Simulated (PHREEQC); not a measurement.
Consider water at 25 °C with 0.22 mol ZnSO4, 0.0045 mol KCl and 0.22 mol MnSO4 per kg of water. Closed to the air; pH follows from the charge balance.

All values are PHREEQC results (ion-association model, wateq4f.dat), not measurements.

Precipitation was switched off in this run.

**Question.** Predict the pH, ionic strength, activity of water.

**Answer.** pH 5.64; ionic strength 0.817 mol/kgw; activity of water 0.990.

**Question.** In which forms is Mn present?

**Answer.** Mn+2 56 %, MnSO4 44 % of the Mn.

Ionic strength above about 0.7 mol/kgw puts this run outside the model's range.
